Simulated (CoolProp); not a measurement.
Vapour-liquid equilibrium of diethyl ether (1) + n-hexane (2) at 389.7 K; x and y are mole fractions of (1).

Values from CoolProp's multi-fluid Helmholtz-energy mixture model, Thol 2014 and Thol 2019; pair parameters Bell 2016.

```json
[
 {"x": "0.05", "bubble pressure (kPa)": "403.5", "y at the bubble point": "0.119", "dew pressure at overall composition x (kPa)": "383.0", "liquid density (mol/L)": "6.579"},
 {"x": "0.2", "bubble pressure (kPa)": "497.6", "y at the bubble point": "0.373", "dew pressure at overall composition x (kPa)": "430.0", "liquid density (mol/L)": "6.745"},
 {"x": "0.35", "bubble pressure (kPa)": "583.1", "y at the bubble point": "0.545", "dew pressure at overall composition x (kPa)": "487.7", "liquid density (mol/L)": "6.924"},
 {"x": "0.5", "bubble pressure (kPa)": "664.7", "y at the bubble point": "0.677", "dew pressure at overall composition x (kPa)": "558.8", "liquid density (mol/L)": "7.116"},
 {"x": "0.65", "bubble pressure (kPa)": "745.3", "y at the bubble point": "0.788", "dew pressure at overall composition x (kPa)": "646.6", "liquid density (mol/L)": "7.322"},
 {"x": "0.8", "bubble pressure (kPa)": "826.8", "y at the bubble point": "0.885", "dew pressure at overall composition x (kPa)": "754.6", "liquid density (mol/L)": "7.543"},
 {"x": "0.95", "bubble pressure (kPa)": "910.4", "y at the bubble point": "0.973", "dew pressure at overall composition x (kPa)": "887.6", "liquid density (mol/L)": "7.779"}
]
```

No azeotrope shows between x = 0.05 and 0.95.

Pair parameters are fitted to limited data, so mixtures are less certain than the pure fluids.
